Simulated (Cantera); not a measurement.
# Sublimation and decomposition of ceramics: AlN + H2

Charge: 1 mol AlN, 3.6 mol H2, at 1925 K.

Cantera equilibrium calculation (NASA polynomials, part measured and part estimated; ideal gas, pure solids and liquids). Candidate condensed phases: Al, AlN; 13 gas species. Rates play no part.

```json
[
 {"P (Pa)": "1", "x H2": "0.520", "x H": "0.218", "x Al": "0.175", "x N2": "0.0874", "x AlH": "0.000132", "x Al2": "1.40e-7", "x NH3": "2.54e-11", "x N": "2.74e-8", "n AlN(s)": "0"},
 {"P (Pa)": "10", "x H2": "0.641", "x H": "0.0765", "x Al": "0.188", "x N2": "0.0943", "x AlH": "0.000499", "x Al2": "1.62e-6", "x NH3": "3.60e-10", "x N": "9.00e-9", "n AlN(s)": "0"},
 {"P (Pa)": "100", "x H2": "0.684", "x H": "0.0250", "x Al": "0.192", "x N2": "0.0969", "x AlH": "0.00167", "x Al2": "1.69e-5", "x NH3": "4.03e-9", "x N": "2.88e-9", "n AlN(s)": "0"},
 {"P (Pa)": "1000", "x H2": "0.937", "x H": "0.00925", "x Al": "0.0349", "x N2": "0.0180", "x AlH": "0.00112", "x Al2": "5.57e-6", "x NH3": "2.78e-8", "x N": "3.93e-10", "n AlN(s)": "0.862"},
 {"P (Pa)": "10000", "x H2": "0.991", "x H": "0.00301", "x Al": "0.00341", "x N2": "0.00188", "x AlH": "0.000356", "x Al2": "5.32e-7", "x NH3": "9.80e-8", "x N": "4.02e-11", "n AlN(s)": "0.986"},
 {"P (Pa)": "100000", "x H2": "0.998", "x H": "0.000955", "x Al": "0.000320", "x N2": "0.000213", "x AlH": "0.000106", "x Al2": "4.70e-8", "x NH3": "3.33e-7", "x N": "4.28e-12", "n AlN(s)": "0.998"},
 {"P (Pa)": "1000000", "x H2": "1.000", "x H": "0.000302", "x Al": "2.79e-5", "x N2": "2.80e-5", "x AlH": "2.93e-5", "x Al2": "3.57e-9", "x NH3": "1.21e-6", "x N": "<1e-12", "n AlN(s)": "1.000"}
]
```
x: gas mole fraction; n: condensed amount in mol.

From 1.00 Pa to 1.00 mbar nothing is condensed. From 10.0 mbar to 10.0 bar the condensed part is AlN(s). The main Al-bearing gas is Al at 1.00 Pa and AlH at 10.0 bar.
